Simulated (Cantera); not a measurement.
A Cantera script and its output.

```python
import numpy as np
import cantera as ct

gas = ct.Solution("h2o2.yaml")
gas.TPX = 1050, 120, {'H2': 0.14, 'O2': 1, 'H2O': 0.013}
inlet = ct.Reservoir(gas, clone=True)

reactor = ct.IdealGasConstPressureReactor(gas, energy="off", clone=False)
exhaust = ct.Reservoir(gas, clone=True)
tau = [1.3, 0.68, 0.35, 0.18, 0.093, 0.048, 0.025, 0.013, 0.0066][0]
for a, b in ((inlet, reactor), (reactor, exhaust)):
    ct.MassFlowController(a, b, mdot=lambda t: reactor.mass / tau)
net = ct.ReactorNet([reactor])
show = ['H2', 'O2', 'H', 'H2O2', 'H2O', 'HO2', 'OH']

rows = []
print(f"{'tau/s':>10s}{'T/K':>9s}" + "".join(f"{s:>11s}" for s in show))
for tau in [1.3, 0.68, 0.35, 0.18, 0.093, 0.048, 0.025, 0.013, 0.0066]:
    net.initial_time = 0.0
    net.advance(30 * tau)
    before = gas.X
    net.advance(40 * tau)
    drift = np.max(np.abs(gas.X - before) / (gas.X + 1e-9))
    rows.append([gas.T, *gas[show].X, drift])
    print(f"{tau:10.3e}{gas.T:9.1f}" + "".join(f"{x:11.3e}" for x in gas[show].X))
```

Output:

```
     tau/s      T/K         H2         O2          H       H2O2        H2O        HO2         OH
 1.300e+00   1050.0  2.866e-03  8.276e-01  1.640e-02  2.043e-08  1.248e-01  9.496e-07  3.171e-03
 6.800e-01   1050.0  3.802e-03  8.186e-01  2.356e-02  1.921e-08  1.188e-01  9.503e-07  3.582e-03
 3.500e-01   1050.0  4.997e-03  8.110e-01  3.069e-02  1.877e-08  1.126e-01  9.415e-07  3.968e-03
 1.800e-01   1050.0  6.701e-03  8.064e-01  3.638e-02  1.959e-08  1.070e-01  9.313e-07  4.358e-03
 9.300e-02   1050.0  9.430e-03  8.052e-01  4.018e-02  2.193e-08  1.015e-01  9.219e-07  4.802e-03
 4.800e-02   1050.0  1.407e-02  8.070e-01  4.202e-02  2.596e-08  9.534e-02  9.093e-07  5.316e-03
 2.500e-02   1050.0  2.184e-02  8.117e-01  4.143e-02  3.129e-08  8.742e-02  8.860e-07  5.812e-03
 1.300e-02   1050.0  3.474e-02  8.193e-01  3.754e-02  3.655e-08  7.623e-02  8.417e-07  6.088e-03
 6.600e-03   1050.0  5.616e-02  8.312e-01  2.872e-02  3.766e-08  5.936e-02  7.603e-07  5.694e-03
```

Detailed kinetics in Cantera: the H2/O2 subset of GRI-Mech 3.0, which has no nitrogen chemistry. Radical loss at walls, strong at low pressure, is not modelled. The temperature is held fixed by assumption; the heat of reaction is taken as removed at once.
